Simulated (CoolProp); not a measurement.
Vapour-liquid equilibrium of carbon dioxide (1) + CH3F (R41) (2) at 0.603 MPa; x and y are mole fractions of (1).

Values from CoolProp's multi-fluid Helmholtz-energy mixture model, Span 1996 and Lemmon 2006; pair parameters Bell 2016.

| x | bubble temperature (°C) | y at the bubble point | dew temperature at overall composition x (°C) | liquid density (mol/L) |
|---|---|---|---|---|
| 0.05 | -39.6 | 0.078 | -39.3 | 23.40 |
| 0.125 | -40.9 | 0.186 | -40.2 | 23.63 |
| 0.2 | -42.2 | 0.284 | -41.1 | 23.86 |
| 0.275 | -43.3 | 0.375 | -42.1 | 24.09 |
| 0.35 | -44.4 | 0.459 | -43.0 | 24.32 |
| 0.425 | -45.4 | 0.539 | -43.9 | 24.56 |
| 0.5 | -46.5 | 0.615 | -44.9 | 24.80 |
| 0.575 | -47.5 | 0.686 | -45.9 | 25.05 |
| 0.65 | -48.5 | 0.753 | -47.0 | 25.30 |
| 0.725 | -49.5 | 0.815 | -48.0 | 25.55 |
| 0.8 | -50.4 | 0.873 | -49.2 | 25.81 |
| 0.875 | -51.4 | 0.925 | -50.5 | 26.06 |
| 0.95 | -52.4 | 0.972 | -51.9 | 26.32 |

No azeotrope shows between x = 0.05 and 0.95.

The pair parameters rest on a limited set of measurements; away from them the model extrapolates.
